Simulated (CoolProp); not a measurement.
Saturation properties of octamethyltrisiloxane (MDM) (Tc = 565.4 K, pc = 1.438 MPa, ω = 0.528).

Values from CoolProp's reference Helmholtz-energy equation of state, Thol 2017.

```tsv
T (K)	p (MPa)	liquid density (kg/m³)	enthalpy of vaporisation (kJ/kg)	vapour Z
425.6	0.1012	675.2	152.6	0.9257
437.4	0.1365	660.1	147.1	0.9079
449.2	?	644.3	?	0.8875
461	0.2345	627.7	135.2	0.8641
472.8	0.3000	610.1	?	0.8375
484.6	0.3786	591.4	121.8	0.8071
496.4	0.4719	571.2	?	?
508.1	0.5806	?	?	0.7331
519.9	0.7088	524.4	96.26	0.6867
531.7	0.8582	495.5	85.03	?
543.5	1.032	459.8	70.98	0.5619
```

Question: Fill in the missing entries.

Answer: 
- 449.2, p (MPa): 0.1804
- 449.2, enthalpy of vaporisation (kJ/kg): 141.3
- 472.8, enthalpy of vaporisation (kJ/kg): 128.7
- 496.4, enthalpy of vaporisation (kJ/kg): 114.2
- 496.4, vapour Z: 0.7725
- 508.1, liquid density (kg/m³): 549.2
- 508.1, enthalpy of vaporisation (kJ/kg): 105.8
- 531.7, vapour Z: 0.6313

It boils at 425.6 K under 1 atm.
